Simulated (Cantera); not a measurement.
An isothermal, constant-pressure homogeneous reactor starts with 2.56 % C2H6, 97.4 % N2, at 1100 K and 82.5 Torr.

Detailed kinetics in Cantera: GRI-Mech 3.0 (53 species, 325 reactions). GRI-Mech 3.0 stops at C3 and has no aromatics, soot or wall deposition, so with more carbon than oxygen in the feed, carbon stays in small species such as C2H2 where larger ones or solid carbon would form.

x: mole fraction; the columns are a selection and need not sum to one.

```tsv
t (s)	x C2H6	x CH3	x CH2	x C2H2	x CH4	x HCN	x H
0.000400	0.0256	3.76e-7	<1e-12	<1e-12	2.39e-8	<1e-12	1.84e-9
0.000815	0.0256	7.18e-7	<1e-12	<1e-12	9.50e-8	<1e-12	7.53e-9
0.00166	0.0256	1.29e-6	1.48e-12	3.45e-12	3.62e-7	<1e-12	2.89e-8
0.00338	0.0256	2.09e-6	6.37e-12	1.71e-10	1.28e-6	<1e-12	9.85e-8
0.00688	0.0256	?	2.27e-11	?	?	<1e-12	?
0.0140	0.0254	5.44e-6	6.64e-11	1.29e-7	1.40e-5	1.86e-12	4.44e-7
0.0285	0.0248	7.28e-6	1.12e-10	1.38e-6	4.48e-5	5.38e-12	5.52e-7
0.0581	0.0237	7.38e-6	1.17e-10	8.90e-6	0.000118	9.04e-12	5.88e-7
0.118	?	6.94e-6	1.11e-10	?	?	1.23e-11	6.28e-7
0.241	0.0169	6.08e-6	9.88e-11	0.000188	0.000586	1.54e-11	7.04e-7
0.491	0.00999	4.52e-6	7.35e-11	0.000714	0.00117	1.83e-11	8.21e-7
1.00	0.00314	2.28e-6	3.14e-11	0.00219	0.00189	2.06e-11	8.30e-7
```

Fill in the missing entries.


- 0.00688, x CH3: 3.21e-6
- 0.00688, x C2H2: 6.28e-9
- 0.00688, x CH4: 4.19e-6
- 0.00688, x H: 2.57e-7
- 0.118, x C2H6: 0.0213
- 0.118, x C2H2: 4.38e-5
- 0.118, x CH4: 0.000271
